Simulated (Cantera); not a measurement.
Mixture: CH₄ : O₂ : N₂ : H₂O = 1 : 3.39 : 12.7 : 2.7 (molar parts), equivalence ratio 0.59, at 140000 Pa, adiabatic and at constant volume. Ignition delay is the time to a rise of 400 K.

Computed with Cantera and GRI-Mech 3.0 (53 species, 325 reactions).

Q: What does this change do: 0.031 parts H2 added?

A: 
```csv
quantity,before,after
delay at 1125 K,89.7 ms,53.6 ms
delay at 1275 K,12.1 ms,9.02 ms
delay at 1425 K,2.05 ms,1.70 ms
delay at 1575 K,0.441 ms,0.392 ms
delay at 1725 K,0.128 ms,0.119 ms
apparent activation energy between 1650 and 1800 K,180 kJ/mol,180 kJ/mol
```

Q: What does this change do: 0.14 parts H2 added?

A: 
```
quantity                                                before       after
--------------------------------------------------  ----------  ----------
delay at 1125 K                                        89.7 ms     16.5 ms
delay at 1275 K                                        12.1 ms     3.94 ms
delay at 1425 K                                        2.05 ms    0.962 ms
delay at 1575 K                                       0.441 ms    0.272 ms
delay at 1725 K                                       0.128 ms     94.8 µs
apparent activation energy between 1650 and 1800 K  180 kJ/mol  160 kJ/mol
```
